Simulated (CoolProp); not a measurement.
Saturation properties of sulfur hexafluoride (Tc = 318.7 K, pc = 3.755 MPa, ω = 0.210).

The numbers come from the reference Helmholtz-energy equation of state, Guder 2009 in CoolProp.

```
T (K)     p (MPa)  liquid density (kg/m³)  vapour density (kg/m³)  liquid viscosity (µPa s)
-----  ----------  ----------------------  ----------------------  ------------------------
248.7      0.5956                    1713                   48.73                       279
253.3      0.6927                    1686                   56.65                       258
258        0.8037                    1658                   65.83                       239
262.6      0.9245                    1629                   76.01                       221
267.3       1.061                    1598                   87.82                       204
271.9  (withheld)                    1567                   100.9                       189
276.6       1.375                    1533                   116.2                       174
281.2       1.554                    1498                   133.4                       160
285.9       1.753                    1459                   153.5                       147
290.5       1.966                    1418                   176.5                (withheld)
295.2       2.204                    1372                   204.2                       123
299.8       2.457                    1321                   236.9                       112
304.5       2.738                    1262                   278.3                (withheld)
```

Q: Fill in the missing entries.

A: 
- 271.9, p (MPa): 1.209
- 290.5, liquid viscosity (µPa s): 135
- 304.5, liquid viscosity (µPa s): 100.0

Viscosity comes from a separate model (Quiñones-Cisneros 2012).
